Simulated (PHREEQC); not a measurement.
Solution (35 °C): 0.004 mol/kgw MnSO4 and 0.079 mol/kgw Na2SO4. Closed to the air; pH follows from the charge balance.

All values are PHREEQC results (ion-association model, wateq4f.dat), not measurements.

| quantity | before | after |
|---|---|---|
| pH | 6.89 | 6.94 |
| SO4-2 (mol/kgw) | 0.0666 | 0.0941 |
| MnSO4 (mol/kgw) | 0.00217 | 0.00225 |
| Mn+2 (mol/kgw) | 0.00183 | 0.00175 |
| HSO4- (mol/kgw) | 4.07e-7 | 4.61e-7 |

Question: Name the change that produced these shifts.
(A) Na2SO4 from 0.079 to 0.118 mol/kgw
(B) diluted 100-fold with water
(C) Na2SO4 left out
(D) 0.0018 mol/kgw NaOH added
(E) Na2SO4 replaced by CuSO4 at the same molality

Answer: A, Na2SO4 from 0.079 to 0.118 mol/kgw

This is a speciation only: nothing precipitates in the calculation.
